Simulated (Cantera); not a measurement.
Premixed flame

A freely propagating, adiabatic, planar premixed flame of CH₄ : CO : O₂ : N₂ = 1 : 0.32 : 2.3 : 8.64 (molar parts), equivalence ratio 0.94, unburnt at 600 K and 160000 Pa; mixture-averaged transport, grid criteria slope 0.08 and curve 0.16, no radiation.

Detailed kinetics in Cantera: GRI-Mech 3.0 (53 species, 325 reactions). Burning velocities carry a grid error of a few per cent, more on coarse grids.

```json
[
 {"z (mm)": "-0.674", "T (K)": "600", "u (m/s)": "1.19", "x CH₄": "0.0815", "x CO": "0.0261", "x O₂": "0.187", "x C₂H": "<1e-8", "x HCN": "<1e-8", "x OH": "<1e-8"},
 {"z (mm)": "-0.449", "T (K)": "601", "u (m/s)": "1.19", "x CH₄": "0.0813", "x CO": "0.0261", "x O₂": "0.187", "x C₂H": "<1e-8", "x HCN": "<1e-8", "x OH": "<1e-8"},
 {"z (mm)": "-0.337", "T (K)": "606", "u (m/s)": "1.21", "x CH₄": "0.0808", "x CO": "0.0261", "x O₂": "0.187", "x C₂H": "<1e-8", "x HCN": "<1e-8", "x OH": "<1e-8"},
 {"z (mm)": "-0.225", "T (K)": "646", "u (m/s)": "1.29", "x CH₄": "0.0781", "x CO": "0.0267", "x O₂": "0.183", "x C₂H": "<1e-8", "x HCN": "1.93e-8", "x OH": "5.54e-7"},
 {"z (mm)": "-0.112", "T (K)": "962", "u (m/s)": "1.94", "x CH₄": "0.0589", "x CO": "0.0345", "x O₂": "0.158", "x C₂H": "<1e-8", "x HCN": "3.06e-7", "x OH": "4.03e-5"},
 {"z (mm)": "-0.0562", "T (K)": "1352", "u (m/s)": "2.75", "x CH₄": "0.0340", "x CO": "0.0470", "x O₂": "0.122", "x C₂H": "<1e-8", "x HCN": "9.10e-7", "x OH": "0.000356"},
 {"z (mm)": "0", "T (K)": "1748", "u (m/s)": "3.58", "x CH₄": "0.00854", "x CO": "0.0597", "x O₂": "0.0753", "x C₂H": "1.14e-7", "x HCN": "2.01e-6", "x OH": "0.00257"},
 {"z (mm)": "0.0562", "T (K)": "1921", "u (m/s)": "3.93", "x CH₄": "0.000630", "x CO": "0.0552", "x O₂": "0.0470", "x C₂H": "7.93e-8", "x HCN": "1.74e-6", "x OH": "0.00692"},
 {"z (mm)": "0.112", "T (K)": "1979", "u (m/s)": "4.02", "x CH₄": "2.35e-5", "x CO": "0.0445", "x O₂": "0.0367", "x C₂H": "<1e-8", "x HCN": "6.37e-7", "x OH": "0.00912"},
 {"z (mm)": "0.225", "T (K)": "2049", "u (m/s)": "4.13", "x CH₄": "3.41e-8", "x CO": "0.0330", "x O₂": "0.0306", "x C₂H": "<1e-8", "x HCN": "6.03e-8", "x OH": "0.00997"},
 {"z (mm)": "0.449", "T (K)": "2133", "u (m/s)": "4.28", "x CH₄": "<1e-8", "x CO": "0.0263", "x O₂": "0.0267", "x C₂H": "<1e-8", "x HCN": "<1e-8", "x OH": "0.00973"},
 {"z (mm)": "0.899", "T (K)": "2221", "u (m/s)": "4.43", "x CH₄": "<1e-8", "x CO": "0.0216", "x O₂": "0.0233", "x C₂H": "<1e-8", "x HCN": "<1e-8", "x OH": "0.00873"},
 {"z (mm)": "1.80", "T (K)": "2294", "u (m/s)": "4.55", "x CH₄": "<1e-8", "x CO": "0.0168", "x O₂": "0.0203", "x C₂H": "<1e-8", "x HCN": "<1e-8", "x OH": "0.00742"}
]
```
x: mole fraction of selected species; z is measured from the peak of heat release.

```yaml
laminar_burning_velocity: 119 cm/s
thermal_thickness: 0.225 mm
peak x(C₂H): 1.68e-7
peak x(HCN): 2.21e-6
peak x(OH): 0.00999
grid_points: 147
```
